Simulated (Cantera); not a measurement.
Charge: 1 mol Fe2O3, 3.4 mol Cl2, 2.7 mol O2, at 1300 K.

Cantera equilibrium calculation (NASA polynomials, part measured and part estimated; ideal gas, pure solids and liquids). Candidate condensed phases: Fe, FeCl2, FeCl3, FeO, Fe2O3, Fe3O4; 13 gas species. Rates play no part.

**Question.** Which condensed phases are stable at each of these points (P (Pa)): 1, 10, 100, 1000, 10000, 100000?

**Answer.** 
```
P (Pa)  condensed phases  Fe condensed (%)
------  ----------------  ----------------
1               gas only               0.0
10              gas only               0.0
100             gas only               0.0
1000            Fe2O3(s)              22.9
10000           Fe2O3(s)              54.4
100000          Fe2O3(s)              71.4
```

From 1.00 Pa to 100 Pa nothing is condensed. From 1000 Pa to 100000 Pa the condensed part is Fe2O3(s).
